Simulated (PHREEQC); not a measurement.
HCl is added in steps, without added water, to 1 kg of water holding 1.8 mmol/kgw Na2SeO3 and 2.5 mmol/kgw CsF, at 25 °C. No oxygen is let in. CO2 from the air is kept out. Only these solids could form: Halite.

Base run: PHREEQC, ion-association model, wateq4f.dat. Each further column changes one thing. The table gives HF (mol/kgw).

| HCl added (mol) | base | Davies equation for every ion | all activity coefficients set to 1 | Debye-Hückel limiting law | metal-ligand complexes left out |
|---|---|---|---|---|---|
| 0 | 5.54e-10 | 5.54e-10 | 5.07e-10 | 5.61e-10 | 5.55e-10 |
| 0.00052 | 5.84e-9 | 5.85e-9 | 4.91e-9 | 5.98e-9 | 5.85e-9 |
| 0.00078 | 1.09e-8 | 1.09e-8 | 9.13e-9 | 1.11e-8 | 1.09e-8 |
| 0.0013 | 3.65e-8 | 3.66e-8 | 3.09e-8 | 3.73e-8 | 3.66e-8 |
| 0.00156 | 9.09e-8 | 9.10e-8 | 7.70e-8 | 9.29e-8 | 9.11e-8 |
| 0.00208 | 0.000172 | 0.000172 | 0.000177 | 0.000171 | 0.000172 |
| 0.00234 | 0.000324 | 0.000324 | 0.000334 | 0.000322 | 0.000324 |
| 0.00286 | 0.000606 | 0.000605 | 0.000627 | 0.000603 | 0.000607 |
| 0.00312 | 0.000736 | 0.000735 | 0.000761 | 0.000732 | 0.000736 |
| 0.00364 | 0.000972 | 0.000971 | 0.00101 | 0.000967 | 0.000973 |
| 0.0039 | 0.00108 | 0.00108 | 0.00112 | 0.00107 | 0.00108 |
| 0.00442 | 0.00127 | 0.00127 | 0.00131 | 0.00126 | 0.00127 |
| 0.00468 | 0.00135 | 0.00135 | 0.00140 | 0.00134 | 0.00135 |
| 0.0052 | 0.00150 | 0.00150 | 0.00156 | 0.00149 | 0.00150 |
